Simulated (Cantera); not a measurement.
**Equilibrium for fluorocarbon and chlorocarbon gases: C₂F₆ + CH₄ + H₂**

Charge: 1 mol C₂F₆, 0.076 mol CH₄, 0.094 mol H₂, equilibrated at 3400 Pa.

Method: chemical equilibrium by Gibbs-energy minimisation in Cantera with the NASA 1993 tables (ideal gas, pure condensed phases). Candidate condensed phases: C, C₆H₆, C₇H₈, C₈H₁₈; 95 gas species. The feed counts by its element totals alone. The tables' values for C₂F₄ are old estimates; treat these amounts as uncertain. Gases not in the tables: C₂F₆ and larger saturated fluorocarbons. Equilibrium is a limit: real reactors are often held back by kinetics, nucleation or transport.

```
T (°C)     x CF₄       x F     x CF₂    x HF      x CF      x C₃     x CF₃  n C(graphite)
------  --------  --------  --------  ------  --------  --------  --------  -------------
1300       0.736   7.50e-5  0.000562   0.263   2.31e-8    <1e-12  0.000135          0.698
1450       0.733  0.000616   0.00357   0.263   5.78e-7    <1e-12  0.000606          0.696
1600       0.717   0.00361    0.0166   0.260   8.55e-6  2.87e-11   0.00211          0.684
1750       0.667    0.0160    0.0596   0.252   8.31e-5   1.43e-9   0.00582          0.646
1900       0.537    0.0557     0.165   0.230  0.000566   4.08e-8    0.0124          0.544
2050       0.308     0.151     0.332   0.188   0.00273   7.49e-7    0.0182          0.346
2200      0.0949     0.304     0.433   0.143   0.00913   9.56e-6    0.0152          0.180
2350      0.0154     0.467     0.371   0.117    0.0218   9.03e-5   0.00722          0.333
2500     0.00182     0.602     0.248   0.103    0.0416  0.000664   0.00252          0.660
2650    0.000185     0.689     0.144  0.0932    0.0676   0.00395  0.000741          0.886
2800     1.70e-5     0.718    0.0745  0.0850    0.0963    0.0196  0.000192          0.706
```
x: gas mole fraction; n: condensed amount in mol.

From 1300 °C to 2800 °C the condensed part is C(graphite). The main C-bearing gas is CF₄ at 1300 °C and CF at 2800 °C. The share of C in condensed phases is highest at 2650 °C (42.7 %) and lowest at 2200 °C (8.7 %).
